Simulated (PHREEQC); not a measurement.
# Copper plating or etch bath: an equilibrium model

Consider water at 25 °C with 0.28 mol CuSO4 and 0.0018 mol H2SO4 per kg of water. Closed to the air; pH follows from the charge balance.

Equilibrium calculation in PHREEQC: ion-association model, phreeqc.dat.

```
Item                         Result
--------------------  -------------
pH                             3.12
ionic strength        0.517 mol/kgw
activity of water             0.993
specific conductance    17800 µS/cm
density                 1.041 g/cm³
total alkalinity       -3.60 meq/kg
```

```csv
species,molality,activity,log γ
CuSO4,0.151,0.170,0.052
Cu+2,0.129,0.0320,-0.607
SO4-2,0.129,0.0260,-0.693
HSO4-,0.00261,0.00192,-0.134
H+,0.000992,0.000757,-0.117
CuOH+,6.47e-7,4.19e-7,-0.189
Cu2(OH)2+2,2.65e-7,7.69e-8,-0.537
Cu(OH)2,1.02e-9,1.15e-9,0.052
```

No solid was allowed to form.
